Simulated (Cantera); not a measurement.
## NF3 + H2O + H2 (abatement and gas-phase synthesis)

Feed: 1 mol NF3, 0.12 mol H2O, 0.4 mol H2, equilibrated at 1323 K and 1.33 mbar.

Cantera equilibrium calculation (NASA polynomials, part measured and part estimated; ideal gas, pure solids and liquids). Candidate condensed phases: H2O; 40 gas species. Equilibrium is a limit: real reactors are often held back by kinetics, nucleation or transport.

The x(F) is 0.550 and the x(HF) is 0.292. The x(N2) is 0.140, the x(O2) comes out as 0.0168 and the x(F2) is 0.000324. The x(NO) comes out as 5.48e-5. The gas amount comes out as 3.559 mol.
